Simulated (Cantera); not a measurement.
Mixture: H₂ : O₂ : N₂ = 1 : 0.806 : 4.84 (molar parts), at 7500 Torr, adiabatic and at constant pressure. Ignition delay is the time to a rise of 400 K.

Computed with Cantera and the H2/O2 subset of GRI-Mech 3.0, which has no nitrogen chemistry. The hydrogen kinetics of GRI-Mech 3.0 are dated; newer H2 mechanisms differ, most at raised pressure. Where the delays flatten at high temperature, the 400 K rule measures the pace of heat release, not the induction time.

Task: What does this change do: H2 1 to 0.67 parts?

Result: 
```csv
quantity,before,after
delay at 1175 K,0.188 ms,0.225 ms
delay at 1275 K,9.58 µs,10.8 µs
delay at 1375 K,3.99 µs,4.61 µs
delay at 1475 K,2.48 µs,2.95 µs
delay at 1575 K,1.81 µs,2.24 µs
```

Task: What does this change do: constant volume in place of constant pressure?

Result: 
```tsv
quantity	before	after
delay at 1175 K	0.188 ms	0.184 ms
delay at 1275 K	9.58 µs	9.23 µs
delay at 1375 K	3.99 µs	3.78 µs
delay at 1475 K	2.48 µs	2.32 µs
delay at 1575 K	1.81 µs	1.65 µs
```
